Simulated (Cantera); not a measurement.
**Low-pressure radical oxidation in H2/O2**

An isothermal, constant-pressure homogeneous reactor starts with H₂ : O₂ : N₂ : H₂O = 0.13 : 1 : 0.12 : 0.0036 (molar parts), equivalence ratio 0.065, at 1325 K and 160 Pa.

Computed with Cantera and GRI-Mech 3.0 (53 species, 325 reactions). Radical loss at walls, strong at low pressure, is not modelled. The temperature is held fixed by assumption; the heat of reaction is taken as removed at once.

```
t (s)        x H₂   x O₂      x NO     x OH    x H₂O₂    x HO₂
--------  -------  -----  --------  -------  --------  -------
0.000100    0.104  0.798    <1e-12  1.21e-9  1.06e-12  7.74e-9
0.000316    0.104  0.798    <1e-12  8.87e-9  1.06e-11  2.45e-8
0.00100     0.104  0.798    <1e-12  7.37e-8  1.04e-10  7.73e-8
0.00316     0.104  0.798    <1e-12  4.66e-6   1.00e-9  2.44e-7
0.0100     0.0115  0.733  6.60e-10   0.0122   2.83e-8  4.91e-7
0.0316    0.00344  0.723   1.22e-8  0.00886   1.65e-8  4.74e-7
0.100     0.00336  0.724   4.72e-8  0.00877   1.66e-8  4.74e-7
0.316     0.00311  0.730   1.43e-7  0.00847   1.70e-8  4.74e-7
1.00      0.00241  0.745   3.38e-7  0.00753   1.74e-8  4.65e-7
```
x: mole fraction; the columns are a selection and need not sum to one.

Equilibrium at this temperature and pressure: H₂ 4.28e-7, O₂ 0.786, NO 0.000323, OH 0.000103, H₂O₂ 2.64e-10, HO₂ 2.70e-8 (gas phase only).
